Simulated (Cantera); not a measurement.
Input (Python, Cantera) and output of one run.

```python
import numpy as np
import cantera as ct

gas_names = """
    C CH CH2 CH3 CH2OH CH3O CH4 CH3OH CO CO2 COOH C2 C2H CHCO,ketyl C2H2,acetylene C2H2,vinylidene
    CH2CO,ketene C2H3,vinyl CH3CO,acetyl C2H4 C2H4O,ethylen CH3CHO,ethanal CH3COOH (HCOOH)2 C2H5 C2H6
    CH3OCH3 C2H5OH C2O C3 C3H3,propargyl C3H4,allene C3H4,propyne C3H4,cyclo- C3H5,allyl C3H6,propylene
    C3H6,cyclo- C3H6O C3H7,n-propyl C3H7,i-propyl C3H8 C3H8O,1propanol C3H8O,2propanol C3O2 C4 C4H2
    C4H4,1,3-cyclo- C4H6,butadiene C4H6,2-butyne C4H6,cyclo- C4H8,1-butene C4H8,cis2-buten
    C4H8,tr2-butene C4H8,isobutene C4H8,cyclo- (CH3COOH)2 C4H9,n-butyl C4H9,i-butyl C4H9,s-butyl
    C4H9,t-butyl C4H10,isobutane C4H10,n-butane C5 C5H6,1,3cyclo- C5H8,cyclo- C5H10,1-pentene
    C5H10,cyclo- C5H11,pentyl C5H11,t-pentyl C5H12,n-pentane C5H12,i-pentane CH3C(CH3)2CH3 C6H2
    C6H5,phenyl C6H5O,phenoxy C6H6 C6H5OH,phenol C6H10,cyclo- C6H12,1-hexene C6H12,cyclo- C6H13,n-hexyl
    C7H7,benzyl C7H8 C7H8O,cresol C7H14,1-heptene C7H15,n-heptyl C7H16,n-heptane C8H8,styrene
    C8H10,ethylbenz C8H16,1-octene C8H17,n-octyl C8H18,isooctane C8H18,n-octane C9H19,n-nonyl
    C10H8,naphthale C10H21,n-decyl C12H9,o-bipheny C12H10,bipheny Ca CaO CaOH CaO2H2 Ca2 H HCO HO2 H2
    HCHO,formaldehy HCOOH H2O H2O2 O OH O2 O3
""".split()
cond_names = """
    C(gr) C6H6(L) C7H8(L) C8H18(L),n-octa Ca(a) Ca(b) Ca(L) CaCO3(caL) CaO(s) CaO(L) CaO2H2(s) H2O(s)
    H2O(L)
""".split()


def load(file, names, dense=False):
    # The tables refer to 1 bar. Condensed volumes are neglected.
    table = {s.name: s for s in ct.Species.list_from_file(file)}
    out = []
    for n in names:
        d = dict(table[n].input_data)
        d["thermo"] = dict(d["thermo"], **{"reference-pressure": 1e5})
        if dense:
            d["equation-of-state"] = {"model": "constant-volume", "density": "1e6 g/cm^3"}
        out.append(ct.Species.from_dict(d))
    return out


gas = ct.Solution(thermo="ideal-gas", species=load("nasa_gas.yaml", gas_names))
cond = {s.name: ct.Solution(thermo="fixed-stoichiometry", species=[s], name=s.name)
        for s in load("nasa_condensed.yaml", cond_names, dense=True)}
atoms = {
    'Ca(OH)2': {'Ca': 1, 'O': 2, 'H': 2},
    'CO2': {'C': 1, 'O': 2},
    'H2O': {'H': 2, 'O': 1},
}
top_T = {'C(gr)': 4500}  # K; cautious upper limits of use, not melting points


def equilibrate(T, P, feed):
    n = {}
    for name, mol in feed.items():
        for a, k in atoms[name].items():
            n[a] = n.get(a, 0.0) + k * mol
    gas.TPX = T, P, n
    mass = sum(n.values()) * gas.mean_molecular_weight
    gas.equilibrate("TP")
    valid = [c for c in cond.values() if c.min_temp <= T <= top_T.get(c.name, c.max_temp)]
    mix = ct.Mixture([(gas, mass / gas.mean_molecular_weight)] + [(c, 0.0) for c in valid])
    mix.T, mix.P = T, P
    mix.equilibrate("TP", solver="vcs", rtol=1e-11, max_steps=5000)
    return mix


results = []
feed = {'Ca(OH)2': 1, 'CO2': 0.035, 'H2O': 0.029}  # mol
P = 1333.22  # Pa
for T in [600, 700, 800, 900, 1000, 1100, 1200, 1300, 1400, 1500, 1600]:
    mix = equilibrate(T, P, feed)
    results.append((T, P, feed, dict(zip(mix.species_names, mix.species_moles))))
    x = sorted(zip(gas.X, gas.species_names), reverse=True)
    print(f"T = {T:g} K  P = {P:g} Pa  gas = {mix.phase_moles(0):.4g} mol")
    print("   x: " + "  ".join(f"{s} {v:.3e}" for v, s in x if v > 1e-05))
    print("   condensed (mol): " + ("  ".join(f"{mix.phase(i).name} {mix.phase_moles(i):.4g}"
          for i in range(1, mix.n_phases) if mix.phase_moles(i) > 1e-12) or "none"))
```

Result:

```
T = 600 K  P = 1333.22 Pa  gas = 0.064 mol
   x: H2O 1.000e+00
   condensed (mol): CaCO3(caL) 0.035  CaO2H2(s) 0.965
T = 700 K  P = 1333.22 Pa  gas = 1.03 mol
   x: H2O 9.994e-01  CO2 5.600e-04
   condensed (mol): CaCO3(caL) 0.03442  CaO(s) 0.9656
T = 800 K  P = 1333.22 Pa  gas = 1.054 mol
   x: H2O 9.767e-01  CO2 2.332e-02
   condensed (mol): CaCO3(caL) 0.01043  CaO(s) 0.9896
T = 900 K  P = 1333.22 Pa  gas = 1.064 mol
   x: H2O 9.671e-01  CO2 3.289e-02
   condensed (mol): CaO(s) 1
T = 1000 K  P = 1333.22 Pa  gas = 1.064 mol
   x: H2O 9.671e-01  CO2 3.289e-02
   condensed (mol): CaO(s) 1
T = 1100 K  P = 1333.22 Pa  gas = 1.064 mol
   x: H2O 9.671e-01  CO2 3.289e-02
   condensed (mol): CaO(s) 1
T = 1200 K  P = 1333.22 Pa  gas = 1.064 mol
   x: H2O 9.671e-01  CO2 3.289e-02  H2 2.827e-05  O2 1.417e-05
   condensed (mol): CaO(s) 1
T = 1300 K  P = 1333.22 Pa  gas = 1.064 mol
   x: H2O 9.669e-01  CO2 3.289e-02  H2 1.018e-04  O2 5.097e-05  OH 1.199e-05
   condensed (mol): CaO(s) 1
T = 1400 K  P = 1333.22 Pa  gas = 1.064 mol
   x: H2O 9.666e-01  CO2 3.287e-02  H2 3.059e-04  O2 1.528e-04  OH 4.626e-05  CO 2.258e-05
   condensed (mol): CaO(s) 1
T = 1500 K  P = 1333.22 Pa  gas = 1.065 mol
   x: H2O 9.658e-01  CO2 3.281e-02  H2 7.951e-04  O2 3.960e-04  OH 1.491e-04  CO 6.990e-05
   condensed (mol): CaO(s) 1
T = 1600 K  P = 1333.22 Pa  gas = 1.065 mol
   x: H2O 9.640e-01  CO2 3.267e-02  H2 1.835e-03  O2 9.105e-04  OH 4.149e-04  CO 1.869e-04  H 2.017e-05
   condensed (mol): CaO(s) 1
```

Cantera equilibrium calculation (NASA polynomials, part measured and part estimated; ideal gas, pure solids and liquids).
